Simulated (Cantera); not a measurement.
Calcination and drying: MgCO₃ + H₂ + H₂O

Input: 1 mol MgCO₃, 0.14 mol H₂, 5 mol H₂O, at 1800 °C and 10000 Pa.

Method: chemical equilibrium by Gibbs-energy minimisation in Cantera with the NASA 1993 tables (ideal gas, pure condensed phases). Candidate condensed phases: C, C₆H₆, C₇H₈, C₈H₁₈, H₂O, Mg, MgCO₃, MgO, Mg(OH)₂; 116 gas species. The numbers say what is thermodynamically allowed, not how fast it happens.

| Quantity | Value |
|---|---|
| x(H₂O) | 0.808 |
| x(CO₂) | 0.145 |
| x(H₂) | 0.0184 |
| x(CO) | 0.0160 |
| x(OH) | 0.00564 |
| x(O₂) | 0.00467 |
| x(H) | 0.00113 |
| x(O) | 0.000249 |
| x(Mg(OH)₂) | 5.59e-5 |
| n(MgO(s)) | 1.000 mol |
| gas amount | 6.192 mol |
| log10 activity of Mg(l) (absent) | -7.65 |
| log10 activity of C(graphite) (absent) | -8.49 |
